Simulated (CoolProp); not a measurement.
1-butene along the isobar 199 bar: Z from the reference equation and from simpler models built on Tc = 146.1 °C, pc = 40.06 bar, ω = 0.192; each cubic takes its own stable root.

Model: reference Helmholtz-energy equation of state, Lemmon 2005, in CoolProp. It is a short technical equation, of lower accuracy than the large ones.

```tsv
T (°C)	phase	reference
28.05	liquid	0.7256
43.95	liquid	0.7074
59.85	liquid	0.6923
75.75	liquid	0.6799
91.65	liquid	0.6703
107.45	liquid	0.6633
123.35	liquid	0.6588
139.25	liquid	0.6569
155.15	supercritical	0.6576
170.95	supercritical	0.6610
186.85	supercritical	0.6673
```

How far does each simpler model (van der Waals, Redlich-Kwong, Soave-Redlich-Kwong, Peng-Robinson) lie from the reference over these 11 states: mean and median of the absolute difference, and the worst?


- van der Waals: mean 41.4 %, median 42.2 %, worst +50.4 % at 28.05 °C and 199 bar
- Redlich-Kwong: mean 7.2 %, median 7.4 %, worst +7.6 % at 28.05 °C and 199 bar
- Soave-Redlich-Kwong: mean 6.6 %, median 6.3 %, worst +8.2 % at 186.85 °C and 199 bar
- Peng-Robinson: mean 4.5 %, median 5.0 %, worst -5.7 % at 43.95 °C and 199 bar
